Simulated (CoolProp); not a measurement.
Vapour pressure (MPa) of R245ca: the reference equation beside estimates from Tc = 447.6 K, pc = 3.941 MPa, ω = 0.355. Clausius-Clapeyron is anchored at 329.7 K with a constant enthalpy of vaporisation of 24.87 kJ/mol.

Values from CoolProp's reference Helmholtz-energy equation of state, Zhou 2016.

```tsv
T (K)	reference	Lee-Kesler	Clausius-Clapeyron	van der Waals	Soave-Redlich-Kwong	Peng-Robinson
329.7	0.2958	0.2967	0.2958	1.020	0.2967	0.2946
336.7	0.3640	0.3656	0.3572	1.130	0.3658	0.3625
343.6	0.4424	0.4446	0.4269	1.245	0.4454	0.4407
350.6	0.5344	0.5373	0.5080	1.370	0.5390	0.5328
357.6	0.6401	0.6438	0.6003	1.502	0.6469	0.6388
364.6	0.7609	0.7654	0.7049	1.642	0.7704	0.7603
371.6	0.8981	0.9034	0.8227	1.790	0.9108	0.8986
378.6	1.053	1.059	0.9547	1.946	1.070	1.055
385.5	1.225	1.231	1.100	2.108	1.246	1.229
392.5	1.420	1.427	1.263	2.280	1.445	1.427
399.5	1.637	1.645	1.443	2.461	1.668	1.647
406.5	1.879	1.887	1.642	2.651	1.915	1.893
413.5	2.148	2.157	1.860	2.849	2.187	2.166
420.5	2.445	2.455	2.098	3.056	2.488	2.467
```

Absolute difference from the reference over all 14 rows, mean and median: Lee-Kesler 0.5 and 0.5 %, Clausius-Clapeyron 8.2 and 8.9 %, van der Waals 107.8 and 92.1 %, Soave-Redlich-Kwong 1.3 and 1.5 %, Peng-Robinson 0.4 and 0.4 %.
